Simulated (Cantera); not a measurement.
What does this Cantera script print?

```python
import numpy as np
import cantera as ct

gas = ct.Solution("gri30.yaml")
gas.TPX = 1275, 2666, {'N2O': 1, 'H2': 0.048, 'N2': 1.6}
reactor = ct.IdealGasConstPressureReactor(gas, energy="off", clone=False)
net = ct.ReactorNet([reactor])
net.rtol, net.atol = 1e-08, 1e-18
show = ['N2O', 'H2', 'O2', 'N2', 'O', 'HO2']
times = np.geomspace(0.0001, 90, 15)

steps = ct.SolutionArray(gas, extra=["t"])
rows = []
print(f"{'t/s':>10s}{'T/K':>9s}{'P/Pa':>11s}" + "".join(f"{s:>11s}" for s in show))
for t in times:
    while net.time < t:
        t_next = net.step()
        steps.append(gas.state, t=t_next)
    rows.append([np.interp(t, steps.t, y) for y in (steps.T, steps.P, *steps(*show).X.T)])
    print(f"{t:10.3e}{rows[-1][0]:9.1f}{rows[-1][1]:11.4g}" + "".join(f"{x:11.3e}" for x in rows[-1][2:]))
rate = np.gradient(steps.T, steps.t)
print("integrator steps:", len(steps.t))
if steps.T.max() > steps.T[0] + 200:
    print(f"time of steepest temperature rise: {steps.t[rate.argmax()]:.4e} s")
gas.TPX = 1275, 2666, {'N2O': 1, 'H2': 0.048, 'N2': 1.6}
gas.equilibrate("TP")
print(f"equilibrium (TP): T = {gas.T:.1f} K  " + "  ".join(f"{s} {gas[s].X[0]:.3e}" for s in show))
```

Output:

```
       t/s      T/K       P/Pa        N2O         H2         O2         N2          O        HO2
 1.000e-04   1275.0       2666  3.776e-01  1.813e-02  9.343e-08  6.042e-01  9.136e-07  3.317e-10
 2.663e-04   1275.0       2666  3.776e-01  1.812e-02  5.067e-07  6.042e-01  1.634e-06  5.326e-09
 7.089e-04   1275.0       2666  3.776e-01  1.811e-02  2.099e-06  6.043e-01  2.045e-06  6.415e-08
 1.888e-03   1275.0       2666  3.774e-01  1.796e-02  6.760e-06  6.044e-01  2.085e-06  4.968e-07
 5.026e-03   1275.0       2666  3.765e-01  1.711e-02  2.061e-05  6.053e-01  2.266e-06  1.791e-06
 1.338e-02   1275.0       2666  3.725e-01  1.328e-02  7.415e-05  6.092e-01  3.274e-06  2.438e-06
 3.563e-02   1275.0       2666  3.638e-01  5.276e-03  2.721e-04  6.175e-01  4.381e-06  3.219e-06
 9.487e-02   1275.0       2666  3.575e-01  7.550e-04  8.906e-04  6.229e-01  5.266e-06  2.924e-06
 2.526e-01   1275.0       2666  3.522e-01  2.816e-05  2.554e-03  6.261e-01  5.382e-06  1.925e-06
 6.726e-01   1275.0       2666  3.405e-01  1.696e-07  6.890e-03  6.324e-01  5.236e-06  1.260e-06
 1.791e+00   1275.0       2666  3.116e-01  1.376e-07  1.768e-02  6.479e-01  5.132e-06  6.349e-07
 4.768e+00   1275.0       2666  2.474e-01  1.390e-07  4.170e-02  6.821e-01  5.044e-06  2.517e-07
 1.270e+01   1275.0       2666  1.377e-01  1.674e-07  8.283e-02  7.408e-01  4.908e-06  7.477e-08
 3.380e+01   1275.0       2666  3.239e-02  2.122e-07  1.225e-01  7.973e-01  4.465e-06  1.387e-08
 9.000e+01   1275.0       2666  1.401e-03  8.461e-08  1.344e-01  8.141e-01  1.558e-06  2.947e-09
integrator steps: 1977
equilibrium (TP): T = 1275.0 K  N2O 3.323e-09  H2 1.340e-08  O2 1.522e-01  N2 8.321e-01  O 2.686e-07  HO2 3.659e-09
```

Model: GRI-Mech 3.0 (53 species, 325 reactions), integrated in Cantera. GRI-Mech 3.0 was tuned for natural gas; its chemistry of N2O as a main component is partial and can be far from experiment. Radical loss at walls, strong at low pressure, is not modelled. The mechanism lacks the step 2 NO + O2 → 2 NO2, which can matter for NO2 below about 1400 K. The temperature is held fixed by assumption; the heat of reaction is taken as removed at once.
